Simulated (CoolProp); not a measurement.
A single-stage vapour-compression cycle with vinyl chloride: evaporating at 220.15 K (dew point), condensing at 244.15 K (bubble point), superheat 5 K, subcooling 8 K, compressor efficiency 0.7, no pressure losses. Each further row changes one setting.

The numbers come from the reference Helmholtz-energy equation of state, Thol 2022 in CoolProp.

```tsv
case	cooling COP	pressure ratio	discharge temperature (K)	refrigerating effect (kJ/kg)	volumetric capacity (kJ/m³)
as stated	6.00	3.61	303.0	367	178
evaporating temperature 225.15 K	7.90	2.69	290.4	370	236
condensing temperature 239.15 K	7.70	2.83	288.1	374	181
subcooling 13 K	6.12	3.61	303.0	374	181
superheat 15 K	5.87	3.61	314.2	374	174
compressor efficiency 0.6	5.14	3.61	314.5	367	178
```
